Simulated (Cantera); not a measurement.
**Low-pressure radical oxidation in H2/O2**

An isothermal, constant-pressure homogeneous reactor starts with H₂ : O₂ = 0.14 : 1 (molar parts), equivalence ratio 0.070, at 1175 K and 0.0133 bar.

Model: GRI-Mech 3.0 (53 species, 325 reactions), integrated in Cantera. Radical loss at walls, strong at low pressure, is not modelled. The temperature is held fixed by assumption; the heat of reaction is taken as removed at once.

| t (s) | x H₂ | x O₂ | x OH | x HO₂ | x H₂O₂ | x O |
|---|---|---|---|---|---|---|
| 3.00e-5 | 0.123 | 0.877 | 3.53e-10 | 1.83e-9 | <1e-12 | 4.16e-10 |
| 0.000103 | 0.123 | 0.877 | 2.77e-9 | 6.30e-9 | 2.57e-12 | 4.07e-9 |
| 0.000353 | 0.123 | 0.877 | 6.21e-8 | 2.21e-8 | 3.04e-11 | 1.03e-7 |
| 0.00121 | 0.120 | 0.876 | 0.000545 | 2.78e-6 | 5.17e-9 | 0.000921 |
| 0.00416 | 0.00372 | 0.807 | 0.00619 | 6.98e-6 | 1.91e-7 | 0.0517 |
| 0.0143 | 0.00219 | 0.836 | 0.00480 | 6.89e-6 | 2.28e-7 | 0.0281 |
| 0.0490 | 0.000457 | 0.863 | 0.00220 | 4.58e-6 | 2.17e-7 | 0.00559 |
| 0.168 | 4.18e-5 | 0.868 | 0.000667 | 1.24e-6 | 1.01e-7 | 0.000512 |
| 0.577 | 4.40e-6 | 0.869 | 0.000220 | 2.11e-7 | 3.18e-8 | 5.50e-5 |
| 1.98 | 6.87e-7 | 0.869 | 8.76e-5 | 4.08e-8 | 9.40e-9 | 8.74e-6 |
| 6.79 | 1.42e-7 | 0.869 | 4.00e-5 | 1.17e-8 | 2.77e-9 | 1.83e-6 |
| 23.3 | 3.51e-8 | 0.869 | 2.00e-5 | 7.93e-9 | 8.43e-10 | 4.56e-7 |
| 80.0 | 1.20e-8 | 0.869 | 1.17e-5 | 1.03e-8 | 3.35e-10 | 1.56e-7 |
x: mole fraction; the columns are a selection and need not sum to one.

Equilibrium at this temperature and pressure: H₂ 9.14e-9, O₂ 0.869, OH 1.02e-5, HO₂ 1.14e-8, H₂O₂ 2.68e-10, O 1.19e-7 (gas phase only).
